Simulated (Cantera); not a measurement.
Input (Python, Cantera) and output of one run.

```python
import numpy as np
import cantera as ct

gas_names = [...]  # 110 gases of nasa_gas.yaml made of C, H, O
cond_names = """
    C(gr) C6H6(L) C7H8(L) C8H18(L),n-octa H2O(s) H2O(L)
""".split()


# ... load() reads the species with a 1 bar reference pressure and builds the phases ...
atoms = {
    'C': {'C': 1},
    'H2O': {'H': 2, 'O': 1},
}
top_T = {'C(gr)': 4500}  # K; cautious upper limits of use, not melting points


# ... equilibrate(T, P, feed) seeds the gas with the atoms and calls Mixture.equilibrate('TP', solver="vcs", rtol=1e-11, max_steps=5000) ...
results = []
T = 1623.15  # K
P = 280000  # Pa
for m in [0.053, 0.1, 0.19, 0.36, 0.68, 1.3, 2.5, 4.7]:
    feed = {'C': 1, 'H2O': m}  # mol
    mix = equilibrate(T, P, feed)
    results.append((T, P, feed, dict(zip(mix.species_names, mix.species_moles))))

top = {s: max(r[3][s] / sum(r[3][g] for g in gas_names) for r in results) for s in gas_names}
cols = sorted((s for s in top if top[s] > 0.0001), key=lambda s: -top[s])[:6]
seen = [c for c in cond_names if any(r[3].get(c, 0) > 1e-12 for r in results)]
print("log10 of partial pressures in bar; condensed amounts in mol")
print(f"{'n(H2O)':>10s}" + "".join(f"{s[:9]:>10s}" for s in cols + seen))
for T, P, feed, n in results:
    ng = sum(n[g] for g in gas_names)
    print(f"{feed['H2O']:10.4g}" + "".join(f"{np.log10(max(n[s] / ng * P / 1e5, 1e-99)):10.3f}" for s in cols)
          + "".join(f"{n.get(c, 0):10.4g}" for c in seen))
```

Output:

```
log10 of partial pressures in bar; condensed amounts in mol
    n(H2O)       H2O        CO        H2       CO2       CH4     C(gr)
     0.053    -2.830     0.146     0.145    -3.320    -2.540     0.947
       0.1    -2.830     0.146     0.145    -3.320    -2.540    0.8999
      0.19    -2.830     0.146     0.145    -3.320    -2.540    0.8099
      0.36    -2.830     0.146     0.145    -3.320    -2.540    0.6397
      0.68    -2.830     0.146     0.145    -3.320    -2.540    0.3195
       1.3    -0.545     0.056     0.113    -1.095    -5.010         0
       2.5     0.002    -0.219    -0.002    -0.707    -6.176         0
       4.7     0.206    -0.549    -0.155    -0.680    -7.170         0
```

These are equilibrium values from Cantera (NASA tables, ideal gas, pure condensed phases), not measurements of a reactor.
